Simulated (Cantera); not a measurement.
Feed: 1 mol SiO2, 77 mol HCl, 4.7 mol N2, held at 0.0133 bar.

These are equilibrium values from Cantera (NASA tables, ideal gas, pure condensed phases), not measurements of a reactor. Candidate condensed phases: H2O, NH4Cl, Si, SiO2, Si2N2O, Si3N4; 47 gas species. The tables hold silica as quartz up to 1696 K and as liquid above; real silica turns to tridymite and cristobalite and melts near 1996 K. Rates play no part.

Q: Which condensed phases are stable at each of these points (T (°C)): 327, 377, 427, 477, 527, 577, 627, 677, 727, 777, 827, 877, 927?

A: 
```csv
T (°C),condensed phases,Si condensed (%)
327,SiO2(α-quartz),100.0
377,SiO2(α-quartz),100.0
427,SiO2(α-quartz),100.0
477,SiO2(α-quartz),100.0
527,SiO2(α-quartz),99.9
577,SiO2(β-quartz),99.9
627,SiO2(β-quartz),99.9
677,SiO2(β-quartz),99.9
727,SiO2(β-quartz),99.8
777,SiO2(β-quartz),99.8
827,SiO2(β-quartz),99.7
877,SiO2(β-quartz),99.6
927,SiO2(β-quartz),99.6
```

From 327 °C to 527 °C the condensed part is SiO2(α-quartz). From 577 °C to 927 °C the condensed part is SiO2(β-quartz).
